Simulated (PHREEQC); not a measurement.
## Alkaline etch or developer: speciation

A solution holds 0.0013 mol/kgw TMAH, 0.0028 mol/kgw Na2SiO3 and 0.013 mol/kgw Na2CO3, at 90 °C. Closed to the air; pH follows from the charge balance.

Equilibrium calculation in PHREEQC: ion-association model, phreeqc.dat.

This is a speciation only: nothing precipitates in the calculation.

Task: What pH does the model give?

Result: pH 10.10.

Task: In which forms is C present?

Result: NaCO3- 66 %, CO3-2 21 %, HCO3- 13 % of the C.

(CH3)4N+ isn't in the database: it is added as a free cation with an ion size of 4 Å. At this temperature some constants are extrapolated from 25 °C, and those without enthalpy data are left unchanged.
